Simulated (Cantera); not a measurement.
Feed: 1 mol Al, 0.0011 mol O2, 8.3 mol N2, equilibrated at 1225 °C and 0.00133 bar.

Method: chemical equilibrium by Gibbs-energy minimisation in Cantera with the NASA 1993 tables (ideal gas, pure condensed phases). Candidate condensed phases: Al, AlN, Al2O3; 16 gas species. Mutual solubility and eutectic melting of coexisting phases are not modelled. Equilibrium is a limit: real reactors are often held back by kinetics, nucleation or transport.

### Question
What is the equilibrium state?

### Answer
```
Quantity                                 Value
--------------------------------  ------------
x(N2)                                    1.000
x(Al)                                  1.19e-6
n(AlN(s))                            0.999 mol
n(Al2O3(s))                       0.000733 mol
gas amount                           7.801 mol
log10 activity of Al(l) (absent)         -3.91
```
